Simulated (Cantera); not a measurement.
# Equilibrium for silicon nitride deposition: SiF4 + N2 + NH3

Charge: 1 mol SiF4, 1.2 mol N2, 0.27 mol NH3.

These are equilibrium values from Cantera (NASA tables, ideal gas, pure condensed phases), not measurements of a reactor. Candidate condensed phases: Si, Si3N4; 37 gas species. The tables' values for SiF2, SiF3 are old estimates. Kinetics and transport are ignored.

Map the stable condensed phases over T = 702, 802, 902, 1002, 1102, 1202, 1302, 1402, 1502, 1602, 1702, 1802 °C and P in Pa = 5, 17, 59, 210, 710, 2400, 8400, 29000, 100000.


```
T in °C \ P in Pa
              5     17     59    210    710   2400   8400  29000 100000
   1802       A      A      A      A      A      A      A      A      A
   1702       A      A      A      A      A      A      A      A      A
   1602       A      A      A      A      A      A      A      A      A
   1502       A      A      A      A      A      A      A      A      A
   1402       A      A      A      A      A      A      A      A      A
   1302       A      A      A      A      A      A      A      A      A
   1202       A      A      A      A      A      A      A      A      A
   1102       A      A      A      A      A      A      A      A      A
   1002       A      A      A      A      A      A      A      A      A
    902       A      A      A      A      A      A      A      A      A
    802       A      A      B      B      B      B      B      A      A
    702       B      B      B      B      B      B      A      A      A
```
A: gas only; B: Si3N4.
